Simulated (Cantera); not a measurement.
Input: 1 mol SiO2, 0.36 mol Al2O3, 2.1 mol O2, at 875 °C and 750 Torr.

Cantera equilibrium calculation (NASA polynomials, part measured and part estimated; ideal gas, pure solids and liquids). Candidate condensed phases: Al, Al2O3, Al2SiO5, Al6Si2O13, Si, SiO2; 14 gas species. Mutual solubility and eutectic melting of coexisting phases are not modelled. The tables hold silica as quartz up to 1696 K and as liquid above; real silica turns to tridymite and cristobalite and melts near 1996 K. Condensed phases not in the tables: alloys, solid solutions and most ternary compounds. Kinetics and transport are ignored.

### Question
What is the equilibrium state?

### Answer
x(O2): 1.00
n(Al2SiO5(andalusite)): 0.360 mol
n(SiO2(β-quartz)): 0.640 mol
gas amount: 2.100 mol
log10 activity of Al6Si2O13(mullite) (absent): -0.19
log10 activity of Al(l) (absent): -29.96
log10 activity of Si(s) (absent): -32.04
